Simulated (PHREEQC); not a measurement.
## Sulfide liquor: speciation

A solution holds 0.0015 mol Na2S and 0.0019 mol NaHCO3 per kg of water, at 90 °C. Closed to the air; pH follows from the charge balance.

Equilibrium calculation in PHREEQC: ion-association model, wateq4f.dat.

Each row changes one thing in this solution. No solid was allowed to form.

```json
[
 {"case": "as made", "pH": "9.36", "ionic strength (mol/kgw)": "0.00494"},
 {"case": "temperature from 90 to 75 °C", "pH": "9.58", "ionic strength (mol/kgw)": "0.00512"},
 {"case": "diluted 2-fold with water", "pH": "9.17", "ionic strength (mol/kgw)": "0.00251"},
 {"case": "Na2S replaced by NaBF4 at the same molality", "pH": "3.89", "ionic strength (mol/kgw)": "0.00353"},
 {"case": "NaHCO3 replaced by NaHS at the same molality", "pH": "9.55", "ionic strength (mol/kgw)": "0.00497"},
 {"case": "diluted 100-fold with water", "pH": "7.66", "ionic strength (mol/kgw)": "4.91e-5"},
 {"case": "temperature from 90 to 15 °C", "pH": "10.63", "ionic strength (mol/kgw)": "0.00609"},
 {"case": "NaHCO3 left out", "pH": "9.57", "ionic strength (mol/kgw)": "0.00303"},
 {"case": "temperature from 90 to 80 °C", "pH": "9.50", "ionic strength (mol/kgw)": "0.00505"}
]
```

Away from 25 °C the constants follow the database's enthalpies or fits; those with neither stay at their 25 °C values. Real BF4- forms and hydrolyses slowly; the run takes it at equilibrium. The polysulfide entries of wateq4f.dat were taken out for this run.
